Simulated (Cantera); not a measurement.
A perfectly stirred reactor is fed with NO : N2 = 1 : 4.9 (molar parts), at 1.48 atm; it is held at 1748 K, and followed from long to short residence time.

Computed with Cantera and GRI-Mech 3.0 (53 species, 325 reactions).

Task: What does this change do: pressure from 1.48 atm to 0.612 atm?

Result: 
| quantity | before | after |
|---|---|---|
| x(NO) at τ = 16.0 s | 0.0922 | 0.117 |
| x(N2O) at τ = 16.0 s | 3.62e-6 | 5.48e-6 |
| x(O2) at τ = 16.0 s | 0.0385 | 0.0260 |
| x(N2) at τ = 16.0 s | 0.869 | 0.857 |
| x(O) at τ = 16.0 s | 1.20e-5 | 1.56e-5 |
| x(NO) at τ = 70.0 ms | 0.169 | 0.169 |
| x(N2O) at τ = 70.0 ms | 1.16e-5 | 1.08e-5 |
| x(O2) at τ = 70.0 ms | 0.000410 | 0.000165 |
| x(N2) at τ = 70.0 ms | 0.831 | 0.831 |
| x(O) at τ = 70.0 ms | 2.83e-6 | 4.09e-6 |
